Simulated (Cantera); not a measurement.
Charge: 1 mol MgO, 2.4 mol Cl₂, at 1025 K and 0.650 bar.

Method: chemical equilibrium by Gibbs-energy minimisation in Cantera with the NASA 1993 tables (ideal gas, pure condensed phases). Candidate condensed phases: Mg, MgCl₂, MgO; 11 gas species. Mutual solubility and eutectic melting of coexisting phases are not modelled. The numbers say what is thermodynamically allowed, not how fast it happens.

Base state: Cl₂ 0.946, O₂ 0.0524, Cl 0.000675, MgCl₂ 0.000514 (mole fractions); condensed: MgCl₂(l) + MgO(s).

Task: What changes in the equilibrium state with this change: temperature from 1025 K to 923.15 K?

Result: 
```
species          before     after
-------------  --------  --------
Cl₂               0.946     0.923
O₂               0.0524    0.0768
Cl             0.000675  0.000133
MgCl₂          0.000514   2.94e-5
MgCl₂(l), mol     0.238         0
MgO(s), mol       0.761     0.658
MgCl₂(s), mol         0     0.342
```
